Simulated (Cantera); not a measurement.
What does this Cantera script print?

```python
import numpy as np
import cantera as ct

gas = ct.Solution("gri30.yaml")
gas.TPX = 1075, 100000, {'CH4': 1, 'CO': 0.33, 'O2': 0.984, 'N2': 3.7}
reactor = ct.IdealGasConstPressureReactor(gas, energy="on", clone=False)
net = ct.ReactorNet([reactor])
net.rtol, net.atol = 1e-08, 1e-16
show = ['CH4', 'CO', 'O2', 'HCN', 'H', 'CH2O']
times = np.geomspace(7e-06, 3, 15)

steps = ct.SolutionArray(gas, extra=["t"])
rows = []
print(f"{'t/s':>10s}{'T/K':>9s}{'P/Pa':>11s}" + "".join(f"{s:>11s}" for s in show))
for t in times:
    while net.time < t:
        t_next = net.step()
        steps.append(gas.state, t=t_next)
    rows.append([np.interp(t, steps.t, y) for y in (steps.T, steps.P, *steps(*show).X.T)])
    print(f"{t:10.3e}{rows[-1][0]:9.1f}{rows[-1][1]:11.4g}" + "".join(f"{x:11.3e}" for x in rows[-1][2:]))
rate = np.gradient(steps.T, steps.t)
print("integrator steps:", len(steps.t))
if steps.T.max() > steps.T[0] + 200:
    print(f"time of steepest temperature rise: {steps.t[rate.argmax()]:.4e} s")
gas.TPX = 1075, 100000, {'CH4': 1, 'CO': 0.33, 'O2': 0.984, 'N2': 3.7}
gas.equilibrate("HP")
print(f"equilibrium (HP): T = {gas.T:.1f} K  " + "  ".join(f"{s} {gas[s].X[0]:.3e}" for s in show))
```

Output:

```
       t/s      T/K       P/Pa        CH4         CO         O2        HCN          H       CH2O
 7.000e-06   1075.0      1e+05  1.663e-01  5.487e-02  1.636e-01  1.220e-28  2.880e-12  1.372e-12
 1.768e-05   1075.0      1e+05  1.663e-01  5.487e-02  1.636e-01  9.279e-28  3.100e-12  9.666e-12
 4.463e-05   1075.0      1e+05  1.663e-01  5.487e-02  1.636e-01  6.372e-27  3.585e-12  6.486e-11
 1.127e-04   1075.0      1e+05  1.663e-01  5.487e-02  1.636e-01  4.256e-26  4.838e-12  4.298e-10
 2.846e-04   1075.0      1e+05  1.663e-01  5.487e-02  1.636e-01  2.899e-25  8.177e-12  2.914e-09
 7.187e-04   1075.0      1e+05  1.663e-01  5.487e-02  1.636e-01  2.087e-24  1.743e-11  2.065e-08
 1.815e-03   1075.0      1e+05  1.663e-01  5.487e-02  1.636e-01  1.652e-23  4.273e-11  1.522e-07
 4.583e-03   1075.0      1e+05  1.663e-01  5.487e-02  1.636e-01  1.379e-22  9.746e-11  1.044e-06
 1.157e-02   1075.0      1e+05  1.663e-01  5.487e-02  1.636e-01  8.281e-22  1.423e-10  5.018e-06
 2.922e-02   1075.2      1e+05  1.662e-01  5.487e-02  1.636e-01  3.109e-21  1.708e-10  1.632e-05
 7.379e-02   1075.5      1e+05  1.662e-01  5.486e-02  1.636e-01  1.158e-20  2.510e-10  4.648e-05
 1.863e-01   1077.0      1e+05  1.660e-01  5.484e-02  1.634e-01  7.306e-20  5.514e-10  1.319e-04
 4.705e-01   1086.6      1e+05  1.646e-01  5.488e-02  1.622e-01  1.432e-18  2.649e-09  4.149e-04
 1.188e+00   2108.4      1e+05  1.531e-10  1.663e-01  1.842e-07  3.094e-07  1.358e-03  1.134e-08
 3.000e+00   2108.4      1e+05  1.516e-10  1.663e-01  1.844e-07  1.585e-07  1.359e-03  1.134e-08
integrator steps: 2780
time of steepest temperature rise: 8.3559e-01 s
equilibrium (HP): T = 2108.4 K  CH4 1.729e-10  CO 1.663e-01  O2 1.844e-07  HCN 1.580e-07  H 1.359e-03  CH2O 1.134e-08
```

Detailed kinetics in Cantera: GRI-Mech 3.0 (53 species, 325 reactions).
